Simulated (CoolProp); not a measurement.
Vapour-liquid equilibrium of cyclopropane (1) + R134a (2) at 0.383 MPa; x and y are mole fractions of (1).

The numbers come from the multi-fluid Helmholtz-energy mixture model, Polt 1992 and Tillner-Roth 1994; pair parameters Bell 2016 in CoolProp. This equation is an older, rougher fit; its heat capacities, sound speeds and derivatives of the liquid may be far off and weren't checked against measurements.

Task: Give the bubble temperature and the first vapour's composition at x = 0.05, 0.425, 0.65. Is there an azeotrope?

Result: x = 0.05: 277.6 K, y = 0.138; x = 0.425: 268.7 K, y = 0.526; x = 0.65: 268.3 K, y = 0.608. y crosses x between x = 0.575 and 0.65: the model has an azeotrope there.

The pair parameters rest on a limited set of measurements; away from them the model extrapolates.
